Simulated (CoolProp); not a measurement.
Sulfur hexafluoride at several states: Z from the reference equation and from simpler models built on Tc = 318.7 K, pc = 3.755 MPa, ω = 0.210; each cubic takes its own stable root.

The numbers come from the reference Helmholtz-energy equation of state, Guder 2009 in CoolProp.

| T (K) | p (MPa) | phase | reference | van der Waals | Redlich-Kwong | Soave-Redlich-Kwong |
|---|---|---|---|---|---|---|
| 449.2 | 5.95 | supercritical | 0.8569 | 0.7905 | 0.8220 | 0.8717 |
| 544 | 0.137 | gas | 0.9985 | 0.9974 | 0.9978 | 0.9988 |
| 246.5 | 15.7 | liquid | 0.6156 | 0.8860 | 0.6417 | 0.6297 |
| 418.8 | 0.0101 | gas | 0.9997 | 0.9996 | 0.9996 | 0.9997 |
| 553 | 11.4 | supercritical | 0.9458 | 0.8458 | 0.8911 | 0.9716 |
